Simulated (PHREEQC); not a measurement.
Buffer (model solution)

Dissolve 0.0036 mol/kgw NH4Cl and 5.2e-05 mol/kgw Na2HPO4 at 25 °C. Closed to the air; pH follows from the charge balance.

Model: ion-association model, phreeqc.dat, run in PHREEQC.

Each row changes one thing in this solution. This is a speciation only: nothing precipitates in the calculation.

```csv
case,pH,ionic strength (mol/kgw),HPO4-2 (mol/kgw),H2PO4- (mol/kgw),NH3 (mol/kgw),NaHPO4- (mol/kgw)
as made,7.13,0.00370,2.63e-5,2.57e-5,2.57e-5,4.10e-9
NH4Cl from 0.0036 to 0.0072 mol/kgw,6.92,0.00729,2.10e-5,3.10e-5,3.11e-5,2.99e-9
temperature from 25 to 10 °C,7.45,0.00372,3.43e-5,1.77e-5,1.76e-5,5.39e-9
NH4Cl replaced by NH4HCO3 at the same molality,7.79,0.00364,4.28e-5,9.19e-6,0.000115,6.69e-9
Na2HPO4 from 5.2e-05 to 0.00052 mol/kgw,7.73,0.00496,0.000419,0.000100,9.95e-5,6.31e-7
diluted 2-fold with water,7.13,0.00185,1.28e-5,1.32e-5,1.31e-5,1.07e-9
```

Species that the database lacks are ignored. Away from 25 °C the constants follow the database's enthalpies or fits; those with neither stay at their 25 °C values.
